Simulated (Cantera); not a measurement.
An isothermal, constant-pressure homogeneous reactor starts with N2O : O2 = 1 : 0.051 (molar parts), at 1423 K and 7.20 Torr. Integrator tolerance rtol = 1e-08.

Model: GRI-Mech 3.0 (53 species, 325 reactions), integrated in Cantera. GRI-Mech 3.0 was tuned for natural gas; its chemistry of N2O as a main component is partial and can be far from experiment. Radical loss at walls, strong at low pressure, is not modelled. The temperature is held fixed by assumption; the heat of reaction is taken as removed at once.

Task: What does this change do: 0.059 parts H2O added?

Result: 
| quantity | before | after |
|---|---|---|
| x(N2O) at 10.0 s | 0.0857 (gas-phase equilibrium 5.42e-9) | 0.0527 (gas-phase equilibrium 5.12e-9) |
| x(O2) at 10.0 s | 0.267 (gas-phase equilibrium 0.355) | 0.275 (gas-phase equilibrium 0.342) |
| x(O) at 10.0 s | 3.23e-5 (gas-phase equilibrium 8.24e-6) | 2.94e-5 (gas-phase equilibrium 8.09e-6) |
| x(N2) at 10.0 s | 0.526 (gas-phase equilibrium 0.644) | 0.535 (gas-phase equilibrium 0.621) |
| x(NO2) at 10.0 s | 2.85e-5 (gas-phase equilibrium 8.46e-7) | 8.52e-5 (gas-phase equilibrium 8.00e-7) |

Task: What does this change do: temperature 1423 to 1200 K?

Result: 
```json
[
 {"quantity": "x(N2O) at 10.0 s", "before": "0.0857 (gas-phase equilibrium 5.42e-9)", "after": "0.873 (gas-phase equilibrium 1.44e-9)"},
 {"quantity": "x(O2) at 10.0 s", "before": "0.267 (gas-phase equilibrium 0.355)", "after": "0.0711 (gas-phase equilibrium 0.355)"},
 {"quantity": "x(O) at 10.0 s", "before": "3.23e-5 (gas-phase equilibrium 8.24e-6)", "after": "1.83e-6 (gas-phase equilibrium 1.53e-7)"},
 {"quantity": "x(N2) at 10.0 s", "before": "0.526 (gas-phase equilibrium 0.644)", "after": "0.0505 (gas-phase equilibrium 0.645)"},
 {"quantity": "x(NO2) at 10.0 s", "before": "2.85e-5 (gas-phase equilibrium 8.46e-7)", "after": "6.91e-7 (gas-phase equilibrium 4.96e-7)"}
]
```
The mechanism lacks the step 2 NO + O2 → 2 NO2, which can matter for NO2 below about 1400 K.
